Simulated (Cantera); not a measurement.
## Thermodynamics of silicon carbide growth, feed SiCl₄ + CH₄ + H₂

Input: 1 mol SiCl₄, 1.2 mol CH₄, 200 mol H₂, equilibrated at 20.0 mbar.

Cantera equilibrium calculation (NASA polynomials, part measured and part estimated; ideal gas, pure solids and liquids). Candidate condensed phases: C, C₆H₆, C₇H₈, C₈H₁₈, Si, SiC; 109 gas species. The tables' values for SiCl are old estimates; treat these amounts as uncertain. The numbers say what is thermodynamically allowed, not how fast it happens.

From 1352 °C to 1652 °C the condensed part is C(graphite) + SiC(s). From 1702 °C to 1752 °C the condensed part is SiC(s). The main Si-bearing gas is SiCl₂ at 1352 °C and Si at 1752 °C. The share of Si in condensed phases is highest at 1352 °C (99.7 %) and lowest at 1752 °C (93.2 %).

```
T (°C)  log p H₂  log p HCl  log p H  log p C₂H₂ (acetylene)  log p Si  log p Cl  log p SiCl₂  n C(graphite)  n SiC(s)
------  --------  ---------  -------  ----------------------  --------  --------  -----------  -------------  --------
1352       -1.71      -3.41    -5.01                   -6.16     -8.73     -6.81        -6.51          0.183     0.997
1402       -1.71      -3.41    -4.79                   -5.94     -8.23     -6.60        -6.42          0.176     0.996
1452       -1.71      -3.41    -4.59                   -5.74     -7.77     -6.40        -6.35          0.164     0.995
1502       -1.71      -3.41    -4.39                   -5.56     -7.33     -6.21        -6.27          0.146     0.994
1552       -1.71      -3.41    -4.21                   -5.38     -6.91     -6.03        -6.21          0.119     0.992
1602       -1.71      -3.41    -4.04                   -5.21     -6.52     -5.86        -6.14         0.0824     0.988
1652       -1.71      -3.41    -3.87                   -5.05     -6.15     -5.70        -6.08         0.0327     0.981
1702       -1.71      -3.42    -3.72                   -4.95     -5.77     -5.55        -6.00              0     0.966
1752       -1.71      -3.42    -3.57                   -4.90     -5.39     -5.41        -5.91              0     0.932
```
log p: log10 of the partial pressure in bar; n: condensed amount in mol.
